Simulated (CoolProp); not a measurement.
Properties of the fluoroketone C6F12O (FK-5-1-12) at several states.

Computed with CoolProp (reference Helmholtz-energy equation of state, McLinden 2015).

| T (°C) | p (kPa) | phase | density (kg/m³) | isothermal compressibility (1/MPa) |
|---|---|---|---|---|
| -75.35 | 722 | liquid | [?] | [?] |
| 183.45 | 11 | gas | 0.9174 | 91.08 |
| -27.05 | 8790 | liquid | [?] | [?] |
| -1.95 | 29.8 | liquid | 1681 | [?] |

Complete the blanks.


- -75.35, density (kg/m³): 1882
- -75.35, isothermal compressibility (1/MPa): 0.0009494
- -27.05, density (kg/m³): 1773
- -27.05, isothermal compressibility (1/MPa): 0.001363
- -1.95, isothermal compressibility (1/MPa): 0.002130
